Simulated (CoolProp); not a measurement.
R236EA along the isobar 6000 kPa: density (kg/m³) from the reference equation and from simpler models built on Tc = 139.3 °C, pc = 3414 kPa, ω = 0.368; each cubic takes its own stable root.

Computed with CoolProp (reference Helmholtz-energy equation of state, Rui 2013).

```tsv
T (°C)	phase	reference	van der Waals	Redlich-Kwong	Soave-Redlich-Kwong	Peng-Robinson
20.25	liquid	1462	905.0	1284	1346	1518
33.45	liquid	1423	885.8	1247	1309	1477
46.65	liquid	1383	865.7	1207	1268	1432
59.85	liquid	1340	844.6	1165	1225	1383
72.95	liquid	1295	822.4	1121	1177	1329
86.15	liquid	1247	798.7	1073	1124	1268
99.35	liquid	1194	773.3	1022	1066	1200
112.55	liquid	1134	746.0	966.0	999.8	1123
125.65	liquid	1066	716.5	904.9	924.9	1035
138.85	liquid	982.6	683.8	836.1	836.8	929.9
```
